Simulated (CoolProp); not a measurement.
Computed with CoolProp (reference Helmholtz-energy equation of state, de Reuck 1990).

Question: For fluorine, give the phase and the Z, cp (kJ/(kg K)), cv (kJ/(kg K)), speed of sound (m/s) at 210.8 K and 8.46 MPa.

Answer: 
- 210.8 K and 8.46 MPa: supercritical; Z 0.852, cp 1.12, cv 0.625, speed of sound 247
